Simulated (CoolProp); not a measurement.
Values from CoolProp's reference Helmholtz-energy equation of state, Zhou 2014.

Problem. For cyclohexane, give the phase and the Z, cp (kJ/(kg K)), speed of sound (m/s), fugacity coefficient at 330.65 °C and 29.1 MPa; 330.65 °C and 40.8 MPa.

Solution. 
- 330.65 °C and 29.1 MPa: supercritical; Z 0.900, cp 3.15, speed of sound 580, fugacity coefficient 0.315
- 330.65 °C and 40.8 MPa: supercritical; Z 1.19, cp 3.10, speed of sound 694, fugacity coefficient 0.319
